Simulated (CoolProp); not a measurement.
50 sccm (0 °C, 1 atm) of nitrogen bubbles through liquid octamethylcyclotetrasiloxane (D4) at 351.6 K and leaves saturated at a total pressure of 0.0487 MPa (ideal gas phase). Each further row changes one setting.

The numbers come from the reference Helmholtz-energy equation of state, Thol 2015 in CoolProp.

| case | vapour pressure (kPa) | mole fraction of vapour | delivery (mg/min) | delivery (sccm) | change of delivery for a bath 1 K warmer (%) |
|---|---|---|---|---|---|
| as stated | 3.34 | ___ | 48.8 | ___ | 5.3 |
| bath temperature 356.6 K | ___ | ___ | ___ | ___ | 5.2 |
| total pressure 0.0974 MPa | 3.34 | ___ | 23.5 | ___ | 5.1 |

Problem. What belongs in the gaps?

Solution. 
- as stated, mole fraction of vapour: 0.0686
- as stated, delivery (sccm): 3.69
- bath temperature 356.6 K, vapour pressure (kPa): 4.24
- bath temperature 356.6 K, mole fraction of vapour: 0.0870
- bath temperature 356.6 K, delivery (mg/min): 63.0
- bath temperature 356.6 K, delivery (sccm): 4.76
- total pressure 0.0974 MPa, mole fraction of vapour: 0.0343
- total pressure 0.0974 MPa, delivery (sccm): 1.78
